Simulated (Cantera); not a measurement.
A closed system holds: 1 mol FeS2, 0.1 mol SO3, 0.16 mol O2, at 17.0 bar.

Cantera equilibrium calculation (NASA polynomials, part measured and part estimated; ideal gas, pure solids and liquids). Candidate condensed phases: Fe, FeO, FeS, FeSO4, FeS2, Fe2O3, Fe2(SO4)3, Fe3O4, S; 12 gas species. FeS: taken at fixed stoichiometry. Gases not in the tables: S3 to S7. Equilibrium is a limit: real reactors are often held back by kinetics, nucleation or transport.

At 1273 K, list the 4 most abundant gas species with their mole fractions, and the condensed phases.

S2 0.534, SO2 0.423, S2O 0.0435, SO 0.000415. Condensed: FeS(s).
